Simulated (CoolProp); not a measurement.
Vapour-liquid equilibrium of propane (1) + n-pentane (2) at 1.14 bar; x and y are mole fractions of (1).

The numbers come from the multi-fluid Helmholtz-energy mixture model, Lemmon 2009 and Thol 2019; pair parameters Kunz 2012 in CoolProp.

```tsv
x	bubble temperature (°C)	y at the bubble point	dew temperature at overall composition x (°C)	liquid density (mol/L)
0.05	…	0.437	38.1	8.694
0.15	3.4	…	34.9	9.174
0.25	…	0.884	31.5	9.596
0.35	-16.5	0.931	27.7	10.01
0.45	…	0.955	23.5	10.45
0.55	-26.5	0.970	18.6	10.90
0.65	-30.1	0.980	12.8	11.38
0.75	-33.1	0.988	5.6	…
0.85	-35.8	0.993	-4.2	…
0.95	…	0.998	-20.8	12.87
```

### Question
Fill in the missing entries.

### Answer

- 0.05, bubble temperature (°C): 24.1
- 0.15, y at the bubble point: 0.776
- 0.25, bubble temperature (°C): -8.6
- 0.45, bubble temperature (°C): -22.2
- 0.75, liquid density (mol/L): 11.88
- 0.85, liquid density (mol/L): 12.38
- 0.95, bubble temperature (°C): -38.2

No azeotrope shows between x = 0.05 and 0.95.

Pair parameters are fitted to limited data, so mixtures are less certain than the pure fluids.
